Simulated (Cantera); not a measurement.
An adiabatic, constant-pressure homogeneous reactor starts with 6.04 % CH3OH, 19.7 % O2, 74.3 % N2, equivalence ratio 0.46, at 1375 K and 3450 Torr.

Model: GRI-Mech 3.0 (53 species, 325 reactions), integrated in Cantera. GRI-Mech 3.0 was tuned for natural gas; its chemistry of methanol as a main component is partial and can be far from experiment.

Task: Predict: time of steepest temperature rise; temperature at 7.00 s; equilibrium temperature; x(O2) at 7.00 s; x(CO) at 7.00 s; x(CO2) at 7.00 s; x(N2O) at 7.00 s.

Result: 
```json
{
  "time_of_steepest_temperature_rise": "0.277 ms",
  "temperature at 7.00 s": "2328 K",
  "equilibrium_temperature": "2328 K",
  "x(O2) at 7.00 s": "0.0967 (gas-phase equilibrium 0.0967)",
  "x(CO) at 7.00 s": "0.00120 (gas-phase equilibrium 0.00120)",
  "x(CO2) at 7.00 s": "0.0573 (gas-phase equilibrium 0.0573)",
  "x(N2O) at 7.00 s": "1.22e-6 (gas-phase equilibrium 1.22e-6)"
}
```
